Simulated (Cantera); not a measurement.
Low-pressure radical oxidation in H2/O2

An isothermal, constant-pressure homogeneous reactor starts with 2.78 % H₂, 77.2 % O₂, 20.1 % N₂, equivalence ratio 0.018, at 950 K and 2670 Pa.

Detailed kinetics in Cantera: the H2/O2 subset of GRI-Mech 3.0, which has no nitrogen chemistry. Radical loss at walls, strong at low pressure, is not modelled.

```tsv
t (s)	x H₂	x O₂	x H₂O₂	x HO₂	x OH
3.00e-6	0.0278	0.772	<1e-12	<1e-12	<1e-12
1.45e-5	0.0278	0.772	<1e-12	1.43e-12	<1e-12
7.00e-5	0.0278	0.772	<1e-12	6.97e-12	1.41e-12
0.000338	0.0278	0.772	<1e-12	3.49e-11	1.67e-11
0.00163	0.0278	0.772	<1e-12	3.30e-10	1.05e-9
0.00788	0.0110	0.763	4.59e-7	1.16e-5	0.00152
0.0381	7.12e-5	0.768	9.98e-8	3.33e-6	0.000136
0.184	3.92e-6	0.768	4.48e-8	5.15e-7	2.83e-5
0.888	1.86e-7	0.768	1.32e-8	5.63e-8	7.55e-6
4.29	6.92e-9	0.768	3.00e-9	7.07e-9	2.50e-6
20.7	6.78e-10	0.768	6.66e-10	1.16e-9	9.73e-7
100	1.10e-10	0.768	1.46e-10	2.52e-10	4.13e-7
```
x: mole fraction; the columns are a selection and need not sum to one.

Equilibrium at this temperature and pressure: H₂ 3.61e-12, O₂ 0.768, H₂O₂ 5.79e-12, HO₂ 2.28e-10, OH 7.49e-8 (gas phase only).
